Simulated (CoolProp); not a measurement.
Isobutene at several states: density (kg/m³) from the reference equation and from simpler models built on Tc = 144.9 °C, pc = 4.016 MPa, ω = 0.193; each cubic takes its own stable root.

Computed with CoolProp (reference Helmholtz-energy equation of state, Lemmon 2005). It is a short technical equation, of lower accuracy than the large ones.

```
T (°C)   p (MPa)   phase  reference  van der Waals  Redlich-Kwong  Soave-Redlich-Kwong  Peng-Robinson
-------  -------  ------  ---------  -------------  -------------  -------------------  -------------
-120.25     2.07  liquid      746.7          456.2          678.5                680.8          762.9
-40.25      2.93  liquid      665.7          416.2          611.5                621.2          699.6
137.75    0.0278     gas     0.4577         0.4575         0.4577               0.4577         0.4578
244.55    0.0243     gas     0.3171         0.3171         0.3171               0.3171         0.3171
-91.05    0.0434  liquid      715.8          439.6          654.7                659.9          741.2
```
